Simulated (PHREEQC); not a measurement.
Dissolve 70 mmol/kgw HBr, 0.75 mmol/kgw AlCl3 and 57 mmol/kgw MgCl2 at 12 °C. Closed to the air; pH follows from the charge balance.

Model: ion-association model, phreeqc.dat, run in PHREEQC.

Problem. The ionic strength comes out as 0.245 mol/kgw. What activity coefficients do Cl-, Br-, Al+3, H+, Mg+2 get?

Solution. Cl- 0.70, Br- 0.68, Al+3 0.12, H+ 0.79, Mg+2 0.33.

No solid was allowed to form. Complexes and solids missing from the database can't appear. At this temperature some constants are extrapolated from 25 °C, and those without enthalpy data are left unchanged.
